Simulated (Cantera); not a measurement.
## Stirred combustor or abatement burner

A perfectly stirred reactor is fed with 3.97 % CH4, 1.63 % H2, 19.9 % O2, 74.5 % N2, at 700000 Pa; it is adiabatic with a 698 K inlet, and is followed from long to short residence time, starting on the burning branch (τ in s: 0.33, 0.13, 0.049, 0.019, 0.0072, 0.0028, 0.0011, 0.00041, 0.00016, 6.1e-05, 2.3e-05, 9e-06, 3.5e-06).

Computed with Cantera and GRI-Mech 3.0 (53 species, 325 reactions).

```csv
τ (s),T (K),x CH4,x H2,x O2,x CO,x CH2CO,x H
0.33,1708,2.14e-6,4.71e-6,0.112,2.69e-5,1.86e-10,1.73e-7
0.13,1708,4.68e-6,7.61e-6,0.112,5.59e-5,8.50e-10,2.91e-7
0.049,1707,9.88e-6,1.39e-5,0.112,0.000118,3.45e-9,5.99e-7
0.019,1705,1.95e-5,2.63e-5,0.112,0.000240,1.15e-8,1.34e-6
0.0072,1702,3.85e-5,5.16e-5,0.112,0.000491,3.55e-8,3.23e-6
0.0028,1696,7.49e-5,0.000101,0.113,0.000987,9.87e-8,7.70e-6
0.0011,1685,0.000148,0.000202,0.113,0.00200,2.66e-7,1.81e-5
0.00041,1659,0.000337,0.000451,0.115,0.00440,8.53e-7,4.22e-5
0.00016,698,0.0397,0.0163,0.199,<1e-12,<1e-12,<1e-12
6.1e-5,698,0.0397,0.0163,0.199,<1e-12,<1e-12,<1e-12
2.3e-5,698,0.0397,0.0163,0.199,<1e-12,<1e-12,<1e-12
9.0e-6,698,0.0397,0.0163,0.199,<1e-12,<1e-12,<1e-12
3.5e-6,698,0.0397,0.0163,0.199,<1e-12,<1e-12,<1e-12
```
x: mole fraction; the columns are a selection and need not sum to one.
